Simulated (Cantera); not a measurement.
A freely propagating, adiabatic, planar premixed flame of CO : H2 : O2 : N2 = 1 : 0.65 : 1.06 : 3.98 (molar parts), unburnt at 575 K and 0.140 bar; mixture-averaged transport, grid criteria slope 0.08 and curve 0.16, no radiation.

Cantera simulation using GRI-Mech 3.0 (53 species, 325 reactions); the numbers are that mechanism's predictions, not measurements. Burning velocities carry a grid error of a few per cent, more on coarse grids.

**Question.** Predict: laminar burning velocity; thermal thickness.

**Answer.** 
- laminar burning velocity: 274 cm/s
- thermal thickness: 8.08 mm
